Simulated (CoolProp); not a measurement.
R13 at several states: fugacity coefficient from the reference equation and from simpler models built on Tc = 303.0 K, pc = 39.73 bar, ω = 0.175; each cubic takes its own stable root.

The numbers come from the reference Helmholtz-energy equation of state, Platzer 1990 in CoolProp. This equation is an older, rougher fit; its heat capacities, sound speeds and derivatives of the liquid may be far off and weren't checked against measurements.

| T (K) | p (bar) | phase | reference |
|---|---|---|---|
| 374.2 | 0.128 | gas | 0.9995 |
| 227.1 | 118 | liquid | 0.05732 |
| 412.4 | 14.6 | gas | 0.9587 |

**Question.** How far does each simpler model (van der Waals, Soave-Redlich-Kwong, Peng-Robinson) lie from the reference over these 3 states: mean and median of the absolute difference, and the worst?

**Answer.** 
- van der Waals: mean 52.5 %, median 0.8 %, worst +156.6 % at 227.1 K and 118 bar
- Soave-Redlich-Kwong: mean 0.7 %, median 0.1 %, worst +2.0 % at 227.1 K and 118 bar
- Peng-Robinson: mean 1.8 %, median 0.9 %, worst -4.4 % at 227.1 K and 118 bar
